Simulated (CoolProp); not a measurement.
Model: reference Helmholtz-energy equation of state, Gao 2022, in CoolProp.

Question: Give the vapour pressure (MPa), liquid density (kg/m³), enthalpy of vaporisation (kJ/kg), liquid cp (kJ/(kg K)) of saturated n-perfluorohexane at 266.9, 344.4 K.

Answer: 
```tsv
T (K)	p (MPa)	liquid density (kg/m³)	enthalpy of vaporisation (kJ/kg)	liquid cp (kJ/(kg K))
266.9	0.00608	1760	101	0.998
344.4	0.160	1530	80.3	1.12
```
